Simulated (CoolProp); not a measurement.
Vapour-liquid equilibrium of ethylbenzene (1) + p-xylene (2) at 0.293 MPa; x and y are mole fractions of (1).

The numbers come from the multi-fluid Helmholtz-energy mixture model, Zhou 2012 and Zhou 2012; pair parameters Bell 2016 in CoolProp.

| x | bubble temperature (°C) | y at the bubble point | dew temperature at overall composition x (°C) | liquid density (mol/L) |
|---|---|---|---|---|
| 0.05 | 182.9 | 0.053 | 182.9 | 6.655 |
| 0.2 | 182.4 | 0.209 | 182.4 | 6.665 |
| 0.35 | 182.0 | 0.360 | 182.0 | 6.676 |
| 0.5 | 181.7 | 0.510 | 181.7 | 6.686 |
| 0.65 | 181.4 | 0.658 | 181.4 | 6.697 |
| 0.8 | 181.1 | 0.805 | 181.1 | 6.709 |
| 0.95 | 180.8 | 0.952 | 180.9 | 6.720 |

No azeotrope shows between x = 0.05 and 0.95.

The pair parameters rest on a limited set of measurements; away from them the model extrapolates.
